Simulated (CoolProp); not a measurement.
Vapour-liquid equilibrium of R125 (1) + dimethyl ether (2) at 0.304 MPa; x and y are mole fractions of (1).

Computed with CoolProp (multi-fluid Helmholtz-energy mixture model, Lemmon 2005 and Wu 2011; pair parameters Bell 2016).

```json
[
 {"x": "0.05", "bubble temperature (°C)": "3.1", "y at the bubble point": "0.072", "dew temperature at overall composition x (°C)": "3.3", "liquid density (mol/L)": "14.89"},
 {"x": "0.15", "bubble temperature (°C)": "1.4", "y at the bubble point": "0.215", "dew temperature at overall composition x (°C)": "2.2", "liquid density (mol/L)": "14.53"},
 {"x": "0.25", "bubble temperature (°C)": "-0.5", "y at the bubble point": "0.358", "dew temperature at overall composition x (°C)": "1.0", "liquid density (mol/L)": "14.18"},
 {"x": "0.35", "bubble temperature (°C)": "-2.8", "y at the bubble point": "0.497", "dew temperature at overall composition x (°C)": "-0.4", "liquid density (mol/L)": "13.86"},
 {"x": "0.45", "bubble temperature (°C)": "-5.5", "y at the bubble point": "0.626", "dew temperature at overall composition x (°C)": "-2.0", "liquid density (mol/L)": "13.54"},
 {"x": "0.55", "bubble temperature (°C)": "-8.5", "y at the bubble point": "0.741", "dew temperature at overall composition x (°C)": "-3.8", "liquid density (mol/L)": "13.24"},
 {"x": "0.65", "bubble temperature (°C)": "-11.8", "y at the bubble point": "0.836", "dew temperature at overall composition x (°C)": "-6.0", "liquid density (mol/L)": "12.94"},
 {"x": "0.75", "bubble temperature (°C)": "-15.2", "y at the bubble point": "0.908", "dew temperature at overall composition x (°C)": "-8.8", "liquid density (mol/L)": "12.64"},
 {"x": "0.85", "bubble temperature (°C)": "-18.5", "y at the bubble point": "0.958", "dew temperature at overall composition x (°C)": "-12.4", "liquid density (mol/L)": "12.33"},
 {"x": "0.95", "bubble temperature (°C)": "-21.5", "y at the bubble point": "0.990", "dew temperature at overall composition x (°C)": "-17.9", "liquid density (mol/L)": "11.99"}
]
```

No azeotrope shows between x = 0.05 and 0.95.

Pair parameters are fitted to limited data, so mixtures are less certain than the pure fluids.
